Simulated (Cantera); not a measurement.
An isothermal, constant-pressure homogeneous reactor starts with 45.5 % NO, 54.5 % N2, at 1850 K and 0.0148 atm.

Detailed kinetics in Cantera: GRI-Mech 3.0 (53 species, 325 reactions). Radical loss at walls, strong at low pressure, is not modelled.

### Question
Predict: x(NO) at 200 s; x(NO2) at 200 s; x(N2O) at 200 s; x(N2) at 200 s; x(O2) at 200 s.

### Answer
```
Item                                               Value
---------------  ---------------------------------------
x(NO) at 200 s    0.0426 (gas-phase equilibrium 0.00503)
x(NO2) at 200 s  1.17e-5 (gas-phase equilibrium 1.44e-6)
x(N2O) at 200 s  4.79e-7 (gas-phase equilibrium 3.48e-8)
x(N2) at 200 s       0.751 (gas-phase equilibrium 0.770)
x(O2) at 200 s       0.206 (gas-phase equilibrium 0.224)
```
